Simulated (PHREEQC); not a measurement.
Phosphoric acid bath: an equilibrium model

Dissolve 0.52 mol H3PO4 per kg of water at 25 °C. Closed to the air; pH follows from the charge balance.

All values are PHREEQC results (ion-association model, phreeqc.dat), not measurements.

This is a speciation only: nothing precipitates in the calculation.

**Question.** Estimate the pH.

**Answer.** pH 1.25.

**Question.** In which forms is P present?

**Answer.** H3PO4 87 %, H2PO4- 13 % of the P.

Complexes and solids missing from the database can't appear.
